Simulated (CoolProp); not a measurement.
Model: reference Helmholtz-energy equation of state, Lemmon 2006, in CoolProp. It is a short technical equation, of lower accuracy than the large ones.

Problem. For nitrous oxide, give the phase and the cp (kJ/(kg K)), cv (kJ/(kg K)), speed of sound (m/s) at 329.5 K and 1.18 bar; 442.6 K and 258 bar; 475 K and 1.43 bar.

Solution. 
- 329.5 K and 1.18 bar: gas; cp 0.913, cv 0.720, speed of sound 280
- 442.6 K and 258 bar: supercritical; cp 1.68, cv 0.908, speed of sound 347
- 475 K and 1.43 bar: gas; cp 1.03, cv 0.837, speed of sound 331
